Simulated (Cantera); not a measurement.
Feed: 1 mol SiH4, a varied amount of CO2, at 800 K and 2.40 Torr.

Cantera equilibrium calculation (NASA polynomials, part measured and part estimated; ideal gas, pure solids and liquids). Candidate condensed phases: C, C6H6, C7H8, C8H18, H2O, Si, SiC, SiO2; 123 gas species. Equilibrium is a limit: real reactors are often held back by kinetics, nucleation or transport.

x: gas mole fraction; n: condensed amount in mol.

```json
[
 {"n(CO2) (mol)": "1.9", "x CO2": "0.0485", "x H2": "0.542", "x CO": "0.392", "x H2O": "0.0159", "x CH4": "0.00127", "n C(graphite)": "0.325", "n SiO2(α-quartz)": "1.00"},
 {"n(CO2) (mol)": "2.4", "x CO2": "0.0752", "x H2": "0.437", "x CO": "0.470", "x H2O": "0.0166", "x CH4": "0.000764", "n C(graphite)": "0", "n SiO2(α-quartz)": "1.00"},
 {"n(CO2) (mol)": "3.1", "x CO2": "0.180", "x H2": "0.356", "x CO": "0.428", "x H2O": "0.0356", "x CH4": "0.000175", "n C(graphite)": "0", "n SiO2(α-quartz)": "1.00"},
 {"n(CO2) (mol)": "4.1", "x CO2": "[?]", "x H2": "[?]", "x CO": "[?]", "x H2O": "[?]", "x CH4": "[?]", "n C(graphite)": "0", "n SiO2(α-quartz)": "1.00"},
 {"n(CO2) (mol)": "5.3", "x CO2": "0.392", "x H2": "0.214", "x CO": "0.334", "x H2O": "0.0597", "x CH4": "1.77e-5", "n C(graphite)": "0", "n SiO2(α-quartz)": "1.00"},
 {"n(CO2) (mol)": "6.8", "x CO2": "0.481", "x H2": "0.163", "x CO": "0.291", "x H2O": "0.0640", "x CH4": "6.38e-6", "n C(graphite)": "0", "n SiO2(α-quartz)": "1.00"},
 {"n(CO2) (mol)": "8.8", "x CO2": "[?]", "x H2": "[?]", "x CO": "[?]", "x H2O": "0.0646", "x CH4": "[?]", "n C(graphite)": "0", "n SiO2(α-quartz)": "1.00"},
 {"n(CO2) (mol)": "11", "x CO2": "0.630", "x H2": "0.0911", "x CO": "0.217", "x H2O": "0.0627", "x CH4": "8.41e-7", "n C(graphite)": "0", "n SiO2(α-quartz)": "1.00"},
 {"n(CO2) (mol)": "15", "x CO2": "0.707", "x H2": "0.0601", "x CO": "0.175", "x H2O": "0.0575", "x CH4": "2.13e-7", "n C(graphite)": "0", "n SiO2(α-quartz)": "1.00"},
 {"n(CO2) (mol)": "19", "x CO2": "0.757", "x H2": "0.0430", "x CO": "0.148", "x H2O": "0.0523", "x CH4": "7.21e-8", "n C(graphite)": "0", "n SiO2(α-quartz)": "1.00"}
]
```

Task: Some entries are withheld; supply them.

Result: 
- 4.1, x CO2: 0.293
- 4.1, x H2: 0.277
- 4.1, x CO: 0.379
- 4.1, x H2O: 0.0509
- 4.1, x CH4: 5.09e-5
- 8.8, x CO2: 0.565
- 8.8, x H2: 0.121
- 8.8, x CO: 0.250
- 8.8, x CH4: 2.18e-6
